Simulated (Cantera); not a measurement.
Catalytic stagnation flow on Pt

A jet of CH4 : O2 : N2 = 0.016 : 0.077 : 0.79 (molar parts) at 300 K and 2800 Pa hits a platinum plate 6.7 cm away at a mass flux of 0.023 kg/m²/s; the plate temperature is set and raised in steps from an oxygen-covered start.

Computed with Cantera and Deutschmann's 1995 Pt surface mechanism with GRI-Mech 3.0 gas chemistry. Catalytic surfaces can have several steady states; this one follows from the mechanism file's or the stated starting coverage.

```
plate T (K)  wall x CH4  wall x O2  wall x H2O  wall x OH  wall x CO  wall x CO2  θ free Pt   θ O*
-----------  ----------  ---------  ----------  ---------  ---------  ----------  ---------  -----
850              0.0136     0.0776     0.00843      <1e-8    4.49e-6     0.00549      0.209  0.791
900              0.0110     0.0720      0.0133    3.43e-8    5.20e-6     0.00871      0.285  0.715
950             0.00861     0.0670      0.0177    1.09e-7    5.70e-6      0.0116      0.363  0.636
1000            0.00678     0.0632      0.0211    2.92e-7    6.18e-6      0.0138      0.441  0.558
1050            0.00544     0.0604      0.0235    6.98e-7    6.77e-6      0.0154      0.516  0.484
```
x: mole fraction at the wall; θ: surface coverage.
